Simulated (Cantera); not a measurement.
What does this Cantera script print?

```python
import numpy as np
import cantera as ct

gas_names = """
    F F2 N NF NF2 NF3 N2 Si SiF SiF2 SiF3 SiF4 SiN Si2 Si2N Si3
""".split()
cond_names = """
    Si(cr) Si(L) Si3N4(a)
""".split()


# ... load() reads the species with a 1 bar reference pressure and builds the phases ...
atoms = {
    'Si': {'Si': 1},
    'NF3': {'N': 1, 'F': 3},
}
top_T = {'Si3N4(a)': 2400}  # K; cautious upper limits of use, not melting points


# ... equilibrate(T, P, feed) seeds the gas with the atoms and calls Mixture.equilibrate('TP', solver="vcs", rtol=1e-11, max_steps=5000) ...
results = []
feed = {'Si': 1, 'NF3': 5.6}  # mol
P = 170  # Pa
for T in [498, 523, 548, 573, 598, 623, 648]:
    mix = equilibrate(T, P, feed)
    results.append((T, P, feed, dict(zip(mix.species_names, mix.species_moles))))

top = {s: max(r[3][s] / sum(r[3][g] for g in gas_names) for r in results) for s in gas_names}
cols = sorted((s for s in top if top[s] > 0.001), key=lambda s: -top[s])[:7]
seen = [c for c in cond_names if any(r[3].get(c, 0) > 1e-12 for r in results)]
print("log10 of partial pressures in bar; condensed amounts in mol")
print(f"{'T/K':>10s}" + "".join(f"{s[:9]:>10s}" for s in cols + seen))
for T, P, feed, n in results:
    ng = sum(n[g] for g in gas_names)
    print(f"{T:10.4g}" + "".join(f"{np.log10(max(n[s] / ng * P / 1e5, 1e-99)):10.3f}" for s in cols)
          + "".join(f"{n.get(c, 0):10.4g}" for c in seen))
```

Output:

```
log10 of partial pressures in bar; condensed amounts in mol
       T/K       NF3        F2        N2      SiF4         F
       498    -2.916    -5.052    -3.714    -3.544    -7.819
       523    -2.923    -4.618    -3.705    -3.547    -7.198
       548    -2.937    -4.233    -3.686    -3.553    -6.637
       573    -2.968    -3.899    -3.650    -3.565    -6.134
       598    -3.024    -3.620    -3.597    -3.586    -5.686
       623    -3.120    -3.398    -3.530    -3.618    -5.290
       648    -3.266    -3.233    -3.465    -3.659    -4.945
```

Method: chemical equilibrium by Gibbs-energy minimisation in Cantera with the NASA 1993 tables (ideal gas, pure condensed phases).
